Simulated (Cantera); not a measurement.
Charge: 1 mol Cu, 6.2 mol CO, 2.3 mol H₂, at 19.0 bar.

Cantera equilibrium calculation (NASA polynomials, part measured and part estimated; ideal gas, pure solids and liquids). Candidate condensed phases: C, C₆H₆, C₇H₈, C₈H₁₈, Cu, CuO, Cu(OH)₂, Cu₂O, H₂O; 113 gas species. Rates play no part.

x: gas mole fraction; n: condensed amount in mol.

```
T (K)    x CO     x CO₂     x H₂O    x H₂     x CH₄      x Cu     x H  n C(graphite)  n Cu(s)  n Cu(l)
-----  ------  --------  --------  ------  --------  --------  ------  -------------  -------  -------
798    0.0161     0.519     0.358  0.0475    0.0594    <1e-12  <1e-12           3.59     1.00        0
898    0.0662     0.489     0.298  0.0936    0.0533    <1e-12     ___           3.39     1.00        0
998     0.189     0.402     0.219   0.149    0.0411    <1e-12     ___           2.96     1.00        0
1098    0.386     0.258     0.133   0.197    0.0269  2.93e-11     ___           2.18     1.00        0
1198    0.570     0.120    0.0656   0.228    0.0158  6.11e-10     ___           1.20     1.00        0
1298    0.671    0.0453    0.0291   0.246   0.00914   7.92e-9     ___          0.512     1.00        0
1398    0.709    0.0167    0.0131   0.256   0.00545   6.83e-8     ___          0.200        0    1.000
1498    0.722   0.00669   0.00626   0.262   0.00338   4.18e-7     ___         0.0799        0    1.000
1598    0.726   0.00296   0.00324   0.265   0.00220   2.03e-6     ___         0.0335        0    1.000
1698    0.728   0.00144   0.00180   0.267   0.00150   8.14e-6     ___         0.0144        0    1.000
1798    0.729  0.000762   0.00107   0.268   0.00106   2.78e-5     ___        0.00565        0    1.000
1898    0.729  0.000433  0.000670   0.269  0.000775   8.33e-5     ___       0.000901        0    0.999
1998    0.729  0.000305  0.000515   0.269  0.000502  0.000222     ___              0        0    0.998
```

Problem. Some entries are withheld; supply them.

Solution. 
- 898, x H: 7.68e-12
- 998, x H: 1.90e-10
- 1098, x H: 2.52e-9
- 1198, x H: 2.08e-8
- 1298, x H: 1.22e-7
- 1398, x H: 5.49e-7
- 1498, x H: 2.02e-6
- 1598, x H: 6.29e-6
- 1698, x H: 1.71e-5
- 1798, x H: 4.18e-5
- 1898, x H: 9.30e-5
- 1998, x H: 0.000191
